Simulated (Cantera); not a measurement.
**Aluminium and copper etching: Al + HCl**

Charge: 1 mol Al, 15 mol HCl, held at 1473 K.

These are equilibrium values from Cantera (NASA tables, ideal gas, pure condensed phases), not measurements of a reactor. Candidate condensed phases: Al, AlCl3; 12 gas species. The tables' values for AlCl2 are old estimates; treat these amounts as uncertain. Equilibrium is a limit: real reactors are often held back by kinetics, nucleation or transport.

From 0.00750 Torr to 750 Torr nothing is condensed. The main Al-bearing gas is AlCl3 throughout.

```csv
P (Pa),x HCl,x H2,x AlCl3,x AlCl
1,0.834,0.0881,0.0462,0.0129
5.20,0.829,0.0981,0.0598,0.00362
27,0.828,0.102,0.0655,0.000795
140,0.827,0.103,0.0676,0.000160
720,0.827,0.103,0.0684,3.16e-5
3700,0.828,0.103,0.0687,6.18e-6
19000,0.828,0.103,0.0689,1.21e-6
100000,0.828,0.103,0.0689,2.29e-7
```
x: gas mole fraction; nothing condenses.
